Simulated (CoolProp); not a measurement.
Vapour-liquid equilibrium of hydrogen chloride (1) + n-butane (2) at -18.85 °C; x and y are mole fractions of (1).

The numbers come from the multi-fluid Helmholtz-energy mixture model, Thol 2018 and Bücker 2006; pair parameters Bell 2016 in CoolProp.

Give the bubble pressure and the first vapour's composition at x = 0.25, 0.55, 0.85. Is there an azeotrope?

x = 0.25: 6.659 bar, y = 0.932; x = 0.55: 10.50 bar, y = 0.962; x = 0.85: 13.22 bar, y = 0.981. No azeotrope shows between x = 0.05 and 0.95.

Pair parameters are fitted to limited data, so mixtures are less certain than the pure fluids. With so large a gap from Raoult's law the liquid may split in two, which this calculation doesn't test in full.
